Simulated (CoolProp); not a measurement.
Vapour-liquid equilibrium of propane (1) + neopentane (2) at 278.2 K; x and y are mole fractions of (1).

Values from CoolProp's multi-fluid Helmholtz-energy mixture model, Lemmon 2009 and Lemmon 2006; pair parameters Bell 2016.

Task: Give the bubble pressure and the first vapour's composition at x = 0.05, 0.5, 0.95. Is there an azeotrope?

Result: x = 0.05: 0.09726 MPa, y = 0.155; x = 0.5: 0.2381 MPa, y = 0.828; x = 0.95: 0.5208 MPa, y = 0.996. No azeotrope shows between x = 0.05 and 0.95.

The pair parameters rest on a limited set of measurements; away from them the model extrapolates.
